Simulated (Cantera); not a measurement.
A Cantera script and its output.

```python
import numpy as np
import cantera as ct

gas = ct.Solution("gri30.yaml", transport_model="multicomponent")
show = ['OH', 'H2O', 'N2']

rows = []
print(f"{'T/K':>7s}{'rho':>11s}{'cp':>10s}{'mu':>11s}{'lambda':>11s}{'Pr':>7s}" + "".join(f"{'D_' + s:>11s}" for s in show))
for T in [400, 500, 600, 700, 800, 900]:
    gas.TPX = T, 63000, {'C2H6': 0.35, 'CH3OH': 0.18, 'N2': 0.71}
    Pr = gas.cp_mass * gas.viscosity / gas.thermal_conductivity
    D = [gas.mix_diff_coeffs_mole[gas.species_index(s)] for s in show]
    rows.append([gas.density, gas.cp_mass, gas.viscosity, gas.thermal_conductivity, Pr, *D])
    print(f"{T:7g}{gas.density:11.4e}{gas.cp_mass:10.1f}{gas.viscosity:11.4e}"
          f"{gas.thermal_conductivity:11.4e}{Pr:7.3f}" + "".join(f"{d:11.4e}" for d in D))
print("SI units: kg/m3, J/kg/K, Pa s, W/m/K, m2/s")
```

It prints:

```
    T/K        rho        cp         mu     lambda     Pr       D_OH      D_H2O       D_N2
    400 5.5274e-01    1461.2 1.7160e-05 3.2997e-02  0.760 7.3143e-05 5.2824e-05 4.1008e-05
    500 4.4219e-01    1629.7 2.0557e-05 4.3657e-02  0.767 1.0789e-04 8.1270e-05 6.1229e-05
    600 3.6849e-01    1789.9 2.3689e-05 5.4849e-02  0.773 1.4760e-04 1.1468e-04 8.4438e-05
    700 3.1585e-01    1933.2 2.6609e-05 6.6214e-02  0.777 1.9192e-04 1.5262e-04 1.1041e-04
    800 2.7637e-01    2057.5 2.9355e-05 7.7507e-02  0.779 2.4059e-04 1.9477e-04 1.3897e-04
    900 2.4566e-01    2167.8 3.1957e-05 8.8712e-02  0.781 2.9340e-04 2.4085e-04 1.6999e-04
SI units: kg/m3, J/kg/K, Pa s, W/m/K, m2/s
```

Detailed kinetics in Cantera: GRI-Mech 3.0 (53 species, 325 reactions). Polar gases are described roughly by these parameters.
